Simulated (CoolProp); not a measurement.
Decamethylcyclopentasiloxane (D5) along the isobar 0.859 MPa: density (kg/m³) from the reference equation and from simpler models built on Tc = 618.3 K, pc = 1.078 MPa, ω = 0.631; each cubic takes its own stable root.

Values from CoolProp's reference Helmholtz-energy equation of state, Thol 2019.

```json
[
 {"T (K)": "231.1", "phase": "liquid", "reference": "1028", "van der Waals": "546.3", "Redlich-Kwong": "811.3"},
 {"T (K)": "242.6", "phase": "liquid", "reference": "1015", "van der Waals": "542.0", "Redlich-Kwong": "804.5"},
 {"T (K)": "254.1", "phase": "liquid", "reference": "1002", "van der Waals": "537.5", "Redlich-Kwong": "797.5"},
 {"T (K)": "265.6", "phase": "liquid", "reference": "989.7", "van der Waals": "533.0", "Redlich-Kwong": "?"},
 {"T (K)": "277.1", "phase": "liquid", "reference": "977.3", "van der Waals": "528.5", "Redlich-Kwong": "782.7"},
 {"T (K)": "288.5", "phase": "liquid", "reference": "?", "van der Waals": "523.8", "Redlich-Kwong": "775.0"},
 {"T (K)": "300", "phase": "liquid", "reference": "952.8", "van der Waals": "519.1", "Redlich-Kwong": "767.0"},
 {"T (K)": "311.5", "phase": "liquid", "reference": "940.7", "van der Waals": "514.2", "Redlich-Kwong": "?"},
 {"T (K)": "323", "phase": "liquid", "reference": "928.5", "van der Waals": "509.2", "Redlich-Kwong": "750.3"},
 {"T (K)": "334.5", "phase": "liquid", "reference": "916.4", "van der Waals": "504.2", "Redlich-Kwong": "?"},
 {"T (K)": "346", "phase": "liquid", "reference": "?", "van der Waals": "499.0", "Redlich-Kwong": "?"},
 {"T (K)": "357.5", "phase": "liquid", "reference": "892.0", "van der Waals": "?", "Redlich-Kwong": "723.1"}
]
```

Task: Complete the blanks.

Result: 
- 265.6, Redlich-Kwong: 790.2
- 288.5, reference: 965.1
- 311.5, Redlich-Kwong: 758.8
- 334.5, Redlich-Kwong: 741.5
- 346, reference: 904.2
- 346, Redlich-Kwong: 732.5
- 357.5, van der Waals: 493.6
